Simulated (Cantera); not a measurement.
Charge: 1 mol FeS2, 0.83 mol H2, 0.087 mol H2O, equilibrated at 1425 K and 110000 Pa.

Cantera equilibrium calculation (NASA polynomials, part measured and part estimated; ideal gas, pure solids and liquids). Candidate condensed phases: Fe, FeO, Fe(OH)2, Fe(OH)3, FeS, FeSO4, FeS2, Fe2O3, Fe2(SO4)3, Fe3O4, H2O, H2SO4, S; 22 gas species. FeS: taken at fixed stoichiometry. Kinetics and transport are ignored.

Base state: H2S 0.520, H2 0.217, S2 0.183, H2O 0.0771, SH 0.00236, S2O 0.000114, SO2 6.13e-5, SO 2.58e-5 (mole fractions); condensed: FeS(s).

What changes in the equilibrium state with this change: FeS2 replaced by Ta2O5?


```tsv
species	before	after
H2	0.217	0.905
H2O	0.0771	0.0949
H2S	0.520	0
S2	0.183	0
SH	0.00236	0
S2O	0.000114	0
SO2	6.13e-5	0
FeS(s), mol	1.00	0
Ta2O5(s), mol	0	1.00
```
Further candidate phases: Ta, Ta2O5.

What changes in the equilibrium state with this change: temperature from 1425 K to 948 K?


```csv
species,before,after
H2S,0.520,0.830
H2O,0.0771,0.0881
S2,0.183,0.0695
H2,0.217,0.0122
SO,2.58e-5,1.03e-7
SH,0.00236,1.46e-5
S2O,0.000114,5.79e-5
"FeS(s), mol",1.00,0.955
"FeS2(s), mol",0,0.0448
```
Gases not in the tables: S3 to S7.

What changes in the equilibrium state with this change: H2 from 0.83 to 1.3 mol?


| species | before | after |
|---|---|---|
| H2S | 0.520 | 0.521 |
| H2 | 0.217 | 0.346 |
| S2 | 0.183 | 0.0725 |
| H2O | 0.0771 | 0.0581 |
| SO2 | 6.13e-5 | 8.60e-6 |
| S2O | 0.000114 | 2.13e-5 |
| FeS(s), mol | 1.00 | 1.00 |
